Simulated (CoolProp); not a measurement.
Vapour-liquid equilibrium of toluene (1) + n-nonane (2) at 3.45 kPa; x and y are mole fractions of (1).

Model: multi-fluid Helmholtz-energy mixture model, Lemmon 2006 and Lemmon 2006; pair parameters Bell 2016, in CoolProp.

| x | bubble temperature (K) | y at the bubble point | dew temperature at overall composition x (K) | liquid density (mol/L) |
|---|---|---|---|---|
| 0.05 | 324.8 | 0.273 | 329.3 | 5.518 |
| 0.125 | 318.6 | 0.514 | 327.9 | 5.741 |
| 0.2 | 314.0 | 0.652 | 326.4 | 5.968 |
| 0.275 | 310.5 | 0.737 | 324.8 | 6.201 |
| 0.35 | 307.8 | 0.793 | 323.0 | 6.444 |
| 0.425 | 305.7 | 0.834 | 321.1 | 6.699 |
| 0.5 | 303.9 | 0.865 | 319.0 | 6.970 |
| 0.575 | 302.5 | 0.889 | 316.7 | 7.259 |
| 0.65 | 301.2 | 0.910 | 314.0 | 7.568 |
| 0.725 | 300.1 | 0.930 | 311.0 | 7.900 |
| 0.8 | 299.0 | 0.948 | 307.5 | 8.259 |
| 0.875 | 298.0 | 0.967 | 303.3 | 8.648 |
| 0.95 | 297.0 | 0.986 | 298.9 | 9.072 |

No azeotrope shows between x = 0.05 and 0.95.

The pair parameters rest on a limited set of measurements; away from them the model extrapolates.
